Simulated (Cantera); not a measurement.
A freely propagating, adiabatic, planar premixed flame of H₂ : O₂ : N₂ : H₂O = 1 : 0.179 : 0.857 : 0.049 (molar parts), unburnt at 425 K and 0.520 bar; mixture-averaged transport, grid criteria slope 0.08 and curve 0.16, no radiation.

Model: the H2/O2 subset of GRI-Mech 3.0, which has no nitrogen chemistry, integrated in Cantera. Burning velocities carry a grid error of a few per cent, more on coarse grids.

x: mole fraction of selected species; z is measured from the peak of heat release.

| z (mm) | T (K) | u (m/s) | x H₂ | x O₂ | x O | x H₂O | x H | x HO₂ |
|---|---|---|---|---|---|---|---|---|
| -2.97 | 425 | 3.28 | 0.480 | 0.0859 | <1e-8 | 0.0235 | <1e-8 | <1e-8 |
| -1.98 | 425 | 3.28 | 0.480 | 0.0859 | <1e-8 | 0.0235 | <1e-8 | <1e-8 |
| -1.48 | 425 | 3.28 | 0.480 | 0.0859 | <1e-8 | 0.0235 | <1e-8 | <1e-8 |
| -0.989 | 425 | 3.28 | 0.480 | 0.0859 | <1e-8 | 0.0235 | <1e-8 | (withheld) |
| -0.494 | 462 | 3.53 | 0.474 | 0.0860 | 7.12e-6 | 0.0251 | 9.43e-5 | (withheld) |
| -0.247 | 692 | 5.18 | 0.446 | 0.0792 | 0.000113 | 0.0454 | 0.00437 | (withheld) |
| 0 | 1013 | 7.41 | 0.389 | 0.0567 | 0.000781 | 0.0968 | 0.0238 | (withheld) |
| 0.247 | 1237 | 9.00 | 0.329 | 0.0217 | 0.00108 | 0.165 | 0.0473 | (withheld) |
| 0.494 | 1341 | 9.73 | 0.306 | 0.00500 | 0.000437 | 0.197 | 0.0544 | (withheld) |
| 0.989 | 1426 | 10.3 | 0.304 | 0.000274 | 0.000122 | 0.207 | 0.0491 | (withheld) |
| 1.98 | 1505 | 10.8 | 0.311 | 2.95e-5 | 8.12e-5 | 0.209 | 0.0387 | (withheld) |
| 3.95 | 1581 | 11.3 | 0.318 | 1.51e-5 | 4.96e-5 | 0.210 | 0.0278 | <1e-8 |
| 7.91 | 1644 | 11.7 | 0.324 | 7.39e-6 | 2.48e-5 | 0.211 | 0.0184 | <1e-8 |

**Question.** Complete the blanks.

**Answer.** 
- -0.989, x HO₂: 2.56e-7
- -0.494, x HO₂: 0.000188
- -0.247, x HO₂: 0.000110
- 0, x HO₂: 4.22e-5
- 0.247, x HO₂: 1.39e-5
- 0.494, x HO₂: 3.03e-6
- 0.989, x HO₂: 1.54e-7
- 1.98, x HO₂: 1.76e-8
